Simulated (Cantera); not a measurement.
Cantera run:

```python
import numpy as np
import cantera as ct

gas_names = """
    H2 HF Ca
""".split()
cond_names = """
    CaF2(a) CaF2(b) CaF2(L)
""".split()


# ... load() reads the species with a 1 bar reference pressure and builds the phases ...
species = {s.name: s for s in load("nasa_gas.yaml", gas_names) + load("nasa_condensed.yaml", cond_names)}
# Each term lists the table entries of one substance; the one whose range holds T is used.
reactions = {
    'H2(g) + CaF2 = 2 HF(g) + Ca(g)':
        [(-1, ['H2']), (-1, ['CaF2(a)', 'CaF2(b)', 'CaF2(L)']), (2, ['HF']), (1, ['Ca'])],
}


def pick(names, T):
    return next(species[n] for n in names if species[n].thermo.min_temp <= T <= species[n].thermo.max_temp)


results = []
for label, terms in reactions.items():
    print(label)
    print("     T/K   dH/kJ  dS/(J/K)   dG/kJ   log10 K")
    for T in [1523, 1548, 1573, 1598, 1623, 1648, 1673, 1698]:
        used = [(nu, pick(names, T)) for nu, names in terms]
        dH = sum(nu * s.thermo.h(T) for nu, s in used) / 1e6
        dS = sum(nu * s.thermo.s(T) for nu, s in used) / 1e3
        dG = dH - T * dS / 1e3
        logK = -dG * 1e6 / (ct.gas_constant * T * np.log(10))
        results.append((label, T, dH, dS, dG, logK, [s.name for _, s in used]))
        print(f"{T:8g} {dH:8.1f} {dS:8.1f} {dG:8.1f} {logK:8.2f}")
```

Result:

```
H2(g) + CaF2 = 2 HF(g) + Ca(g)
     T/K   dH/kJ  dS/(J/K)   dG/kJ   log10 K
    1523    806.6    245.1    433.2   -14.86
    1548    804.8    244.0    427.1   -14.41
    1573    803.1    242.9    421.0   -13.98
    1598    801.3    241.7    415.0   -13.56
    1623    799.5    240.6    409.0   -13.16
    1648    797.7    239.5    403.0   -12.77
    1673    795.9    238.4    397.0   -12.39
    1698    764.6    219.9    391.2   -12.03
```

Standard-state values (1 bar) from the NASA 1993 polynomials, evaluated with Cantera. Condensed species are held in their standard states even where they would react or evaporate.
